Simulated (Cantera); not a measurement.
A closed system holds: 1 mol Si, 0.096 mol H2O, 210 mol H2, at 1.40 Pa.

Method: chemical equilibrium by Gibbs-energy minimisation in Cantera with the NASA 1993 tables (ideal gas, pure condensed phases). Candidate condensed phases: H2O, Si, SiO2; 18 gas species. Mutual solubility and eutectic melting of coexisting phases are not modelled. Kinetics and transport are ignored.

**Question.** Which condensed phases are stable at each of these points (T (K)): 923, 973, 1023, 1073, 1123, 1173, 1223, 1273, 1323?

**Answer.** 
```
T (K)        condensed phases  Si condensed (%)
-----  ----------------------  ----------------
923    Si(s) + SiO2(β-quartz)             100.0
973    Si(s) + SiO2(β-quartz)              99.8
1023   Si(s) + SiO2(β-quartz)              98.0
1073                    Si(s)              90.4
1123                    Si(s)              90.4
1173                    Si(s)              90.4
1223                    Si(s)              90.4
1273                    Si(s)              90.4
1323                    Si(s)              90.3
```

From 923 K to 1023 K the condensed part is Si(s) + SiO2(β-quartz). From 1073 K to 1323 K the condensed part is Si(s).
